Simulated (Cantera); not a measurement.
**NO annealing gas**

An isothermal, constant-pressure homogeneous reactor starts with NO : N₂ = 1 : 0.31 (molar parts), at 2175 K and 0.560 bar.

Detailed kinetics in Cantera: GRI-Mech 3.0 (53 species, 325 reactions).

```
t (s)       x NO      x O₂       x O     x NO₂     x N₂O
--------  ------  --------  --------  --------  --------
0.000200   0.763   4.38e-5  0.000204   8.47e-5  0.000167
0.000552   0.761  0.000427  0.000406  0.000179  0.000261
0.00153    0.758   0.00211  0.000464  0.000206  0.000281
0.00421    0.748   0.00693  0.000511  0.000229  0.000272
0.0116     0.721    0.0205  0.000623  0.000278  0.000247
0.0321     0.646    0.0580  0.000857  0.000358  0.000190
0.0887     0.462     0.149   0.00125  0.000389   9.15e-5
0.245      0.183     0.289   0.00168  0.000212   1.38e-5
0.676     0.0364     0.362   0.00187   4.71e-5   9.41e-7
1.87      0.0147     0.373   0.00189   1.93e-5   5.23e-7
5.16      0.0140     0.373   0.00189   1.84e-5   5.15e-7
14.2      0.0140     0.373   0.00189   1.84e-5   5.15e-7
39.3      0.0140     0.373   0.00189   1.84e-5   5.15e-7
109       0.0140     0.373   0.00189   1.84e-5   5.15e-7
300       0.0140     0.373   0.00189   1.84e-5   5.15e-7
```
x: mole fraction; the columns are a selection and need not sum to one.

Equilibrium at this temperature and pressure: NO 0.0140, O₂ 0.373, O 0.00189, NO₂ 1.84e-5, N₂O 5.15e-7 (gas phase only).
